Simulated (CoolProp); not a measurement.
Vapour-liquid equilibrium of dimethyl ether (1) + isobutane (2) at 0.0482 MPa; x and y are mole fractions of (1).

Values from CoolProp's multi-fluid Helmholtz-energy mixture model, Wu 2011 and Bücker 2006; pair parameters Bell 2016.

| x | bubble temperature, mixture model (°C) | bubble temperature, Raoult's law (°C) | y, mixture model | y, Raoult's law |
|---|---|---|---|---|
| 0.05 | -31.5 | -30.0 | 0.138 | 0.083 |
| 0.125 | -33.9 | -31.1 | 0.287 | 0.198 |
| 0.2 | -35.8 | -32.2 | 0.393 | 0.301 |
| 0.275 | [?] | -33.2 | 0.472 | 0.395 |
| 0.35 | -38.2 | -34.1 | 0.536 | 0.482 |
| 0.425 | [?] | -35.0 | 0.589 | 0.561 |
| 0.5 | -39.6 | -35.8 | 0.636 | 0.633 |
| 0.575 | [?] | -36.6 | 0.679 | 0.700 |
| 0.65 | -40.4 | -37.4 | 0.722 | 0.762 |
| 0.725 | -40.7 | -38.1 | [?] | 0.820 |
| 0.8 | -40.9 | -38.8 | 0.816 | 0.874 |
| 0.875 | -40.9 | -39.5 | 0.873 | 0.924 |
| 0.95 | -40.8 | -40.2 | 0.943 | 0.970 |

Problem. Complete the blanks.

Solution. 
- 0.275, bubble temperature, mixture model (°C): -37.1
- 0.425, bubble temperature, mixture model (°C): -39.0
- 0.575, bubble temperature, mixture model (°C): -40.1
- 0.725, y, mixture model: 0.767

The largest gap from Raoult's law is -4.1 K in bubble temperature, at x = 0.35. y crosses x between x = 0.8 and 0.875: the model has an azeotrope there.

Pair parameters are fitted to limited data, so mixtures are less certain than the pure fluids.
